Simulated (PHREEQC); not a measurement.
Solution (25 °C and 50 atm): 0.0064 mol HNO3, 0.0052 mol KNO3 and 0.0154 mol CuSO4 per kg of water. Closed to the air; pH follows from the charge balance.

The numbers come from PHREEQC with the ion-association model, phreeqc.dat.

Q: The ionic strength comes out as 0.0521 mol/kgw. What activity coefficients do NO3-, HSO4-, H+, Cu+2, SO4-2 get?

A: NO3- 0.80, HSO4- 0.82, H+ 0.85, Cu+2 0.48, SO4-2 0.46.

This is a speciation only: nothing precipitates in the calculation. Species that the database lacks are ignored. Under pressure, the constants of complexes without a molar volume in the database are unreliable.
